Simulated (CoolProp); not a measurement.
Vapour-liquid equilibrium of acetone (1) + cyclohexane (2) at 32.8 kPa; x and y are mole fractions of (1).

Computed with CoolProp (multi-fluid Helmholtz-energy mixture model, Lemmon 2006 and Zhou 2014; pair parameters Bell 2016).

```tsv
x	bubble temperature (°C)	y at the bubble point	dew temperature at overall composition x (°C)	liquid density (mol/L)
0.05	36.0	0.386	46.1	9.194
0.125	28.8	0.569	44.1	9.478
0.2	26.0	0.632	41.9	9.728
0.275	24.9	0.658	39.7	9.977
0.35	24.4	0.670	37.2	10.24
0.425	24.2	0.676	?	10.51
0.5	24.1	0.682	31.7	10.81
0.575	24.0	?	28.5	11.14
0.65	23.8	0.703	25.2	11.49
0.725	23.8	0.725	23.8	11.86
0.8	23.9	0.760	24.2	12.27
0.875	24.3	0.816	24.9	12.70
0.95	?	0.907	25.9	13.16
```

### Question
Fill in the missing entries.

### Answer

- 0.425, dew temperature at overall composition x (°C): 34.6
- 0.575, y at the bubble point: 0.690
- 0.95, bubble temperature (°C): 25.3

y crosses x between x = 0.65 and 0.725: the model has an azeotrope there.

Pair parameters are fitted to limited data, so mixtures are less certain than the pure fluids. With so large a gap from Raoult's law the liquid may split in two, which this calculation doesn't test in full.
